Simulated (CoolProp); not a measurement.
Ethylbenzene along the isotherm 346.85 °C: density (kg/m³) from the reference equation and from simpler models built on Tc = 344.0 °C, pc = 3622 kPa, ω = 0.304; each cubic takes its own stable root.

The numbers come from the reference Helmholtz-energy equation of state, Zhou 2012 in CoolProp.

```tsv
p (kPa)	phase	reference
2410	gas	69.59
4830	supercritical	457.4
7240	supercritical	510.1
9660	supercritical	537.4
12100	supercritical	556.8
14500	supercritical	571.9
16900	supercritical	584.4
19300	supercritical	595.2
21700	supercritical	604.8
24100	supercritical	613.4
26600	supercritical	621.5
29000	supercritical	628.6
31400	supercritical	635.3
33800	supercritical	641.4
36200	supercritical	647.2
```

Task: How far does each simpler model (ideal gas, van der Waals, Redlich-Kwong, Soave-Redlich-Kwong) lie from the reference over these 15 states: mean and median of the absolute difference, and the worst?

Result: 
- ideal gas: mean 33.7 %, median 28.7 %, worst -78.3 % at 346.85 °C and 4830 kPa
- van der Waals: mean 28.7 %, median 29.7 %, worst -33.4 % at 346.85 °C and 4830 kPa
- Redlich-Kwong: mean 10.6 %, median 9.7 %, worst -20.7 % at 346.85 °C and 4830 kPa
- Soave-Redlich-Kwong: mean 10.7 %, median 9.7 %, worst -21.2 % at 346.85 °C and 4830 kPa
